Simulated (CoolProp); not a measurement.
Methanol along the isotherm 432.9 K: Z from the reference equation and from simpler models built on Tc = 513.4 K, pc = 8216 kPa, ω = 0.565; each cubic takes its own stable root.

Values from CoolProp's reference Helmholtz-energy equation of state, de Reuck 1993.

```csv
p (kPa),phase,reference
65,gas,0.9946
123,gas,0.9896
233,gas,0.9800
443,gas,0.9605
839,gas,0.9184
1590,gas,0.8011
3010,liquid,0.04221
5720,liquid,0.07924
10800,liquid,0.1467
20500,liquid,0.2706
```

Q: How far does each simpler model (van der Waals, Redlich-Kwong, Soave-Redlich-Kwong, Peng-Robinson) lie from the reference over these 10 states: mean and median of the absolute difference, and the worst?

A: 
- van der Waals: mean 212.4 %, median 8.4 %, worst +1798.8 % at 432.9 K and 3010 kPa
- Redlich-Kwong: mean 20.8 %, median 6.3 %, worst +52.0 % at 432.9 K and 3010 kPa
- Soave-Redlich-Kwong: mean 15.4 %, median 4.5 %, worst +36.2 % at 432.9 K and 3010 kPa
- Peng-Robinson: mean 8.9 %, median 3.8 %, worst +20.4 % at 432.9 K and 20500 kPa

At some of these states van der Waals gives the other phase, because its saturation line lies elsewhere.
